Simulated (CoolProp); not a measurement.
Vapour-liquid equilibrium of R125 (1) + R245fa (2) at 283.1 K; x and y are mole fractions of (1).

Values from CoolProp's multi-fluid Helmholtz-energy mixture model, Lemmon 2005 and Akasaka 2015; pair parameters Bell 2016.

Q: Give the bubble pressure and the first vapour's composition at x = 0.275, 0.5, 0.875. Is there an azeotrope?

A: x = 0.275: 311.9 kPa, y = 0.786; x = 0.5: 486.3 kPa, y = 0.894; x = 0.875: 791.2 kPa, y = 0.979. No azeotrope shows between x = 0.05 and 0.95.

Pair parameters are fitted to limited data, so mixtures are less certain than the pure fluids. The gap from Raoult's law changes sign with composition, which may be real or a fault of the pair parameters; it wasn't checked against measurements.
